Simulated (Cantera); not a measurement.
Feed: 1 mol PbO, a varied amount of H2, at 825 K and 35.0 Pa.

Cantera equilibrium calculation (NASA polynomials, part measured and part estimated; ideal gas, pure solids and liquids). Candidate condensed phases: H2O, Pb, PbO, PbO2, Pb3O4; 12 gas species. Kinetics and transport are ignored.

x: gas mole fraction; n: condensed amount in mol.

| n(H2) (mol) | x H2O | x H2 | x Pb | x PbO | n Pb(l) | n PbO(yellow) |
|---|---|---|---|---|---|---|
| 0.59 | 1.000 | 7.13e-5 | 0.000410 | 7.17e-7 | 0.590 | 0.410 |
| 0.73 | 1.000 | 7.13e-5 | 0.000410 | 7.17e-7 | 0.730 | 0.270 |
| 0.91 | 1.000 | 7.13e-5 | 0.000410 | 7.17e-7 | 0.910 | 0.0901 |
| 1.1 | 0.909 | 0.0909 | 0.000410 | 5.11e-10 | 1.000 | 0 |
| 1.4 | 0.714 | 0.286 | 0.000410 | 1.28e-10 | 0.999 | 0 |
| 1.8 | 0.555 | 0.444 | 0.000410 | 6.39e-11 | 0.999 | 0 |
| 2.2 | 0.454 | 0.545 | 0.000410 | 4.26e-11 | 0.999 | 0 |
| 2.7 | 0.370 | 0.629 | 0.000410 | 3.01e-11 | 0.999 | 0 |
| 3.4 | ___ | 0.706 | 0.000410 | ___ | 0.999 | 0 |
| 4.2 | 0.238 | 0.762 | 0.000410 | 1.60e-11 | 0.998 | 0 |
| 5.2 | 0.192 | 0.807 | 0.000410 | 1.22e-11 | 0.998 | 0 |
| 6.5 | ___ | 0.846 | 0.000410 | ___ | 0.997 | 0 |
| 8.1 | 0.123 | 0.876 | 0.000410 | 7.20e-12 | 0.997 | 0 |

**Question.** Complete the blanks.

**Answer.** 
- 6.5, x H2O: 0.154
- 6.5, x PbO: 9.30e-12
- 3.4, x H2O: 0.294
- 3.4, x PbO: 2.13e-11
